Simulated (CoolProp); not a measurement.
Vapour-liquid equilibrium of R22 (1) + dimethyl ether (2) at 183.8 K; x and y are mole fractions of (1).

The numbers come from the multi-fluid Helmholtz-energy mixture model, Kamei 1995 and Wu 2011; pair parameters Bell 2016 in CoolProp.

| x | bubble pressure, mixture model (MPa) | bubble pressure, Raoult's law (MPa) | y, mixture model | y, Raoult's law |
|---|---|---|---|---|
| 0.05 | 0.001817 | 0.002019 | 0.030 | 0.126 |
| 0.15 | 0.001741 | 0.002341 | 0.112 | 0.325 |
| 0.25 | 0.001694 | 0.002662 | 0.234 | 0.476 |
| 0.35 | 0.001711 | 0.002984 | 0.400 | 0.595 |
| 0.45 | 0.001843 | 0.003306 | 0.591 | 0.691 |
| 0.55 | 0.002140 | 0.003627 | 0.766 | 0.769 |
| 0.65 | 0.002632 | 0.003949 | 0.888 | 0.835 |
| 0.75 | 0.003304 | 0.004270 | 0.956 | 0.891 |
| 0.85 | 0.004073 | 0.004592 | 0.986 | 0.939 |
| 0.95 | 0.004791 | 0.004914 | 0.998 | 0.981 |

The largest gap from Raoult's law is -44.3 % in bubble pressure, at x = 0.45. y crosses x between x = 0.25 and 0.35: the model has an azeotrope there.

The pair parameters rest on a limited set of measurements; away from them the model extrapolates.
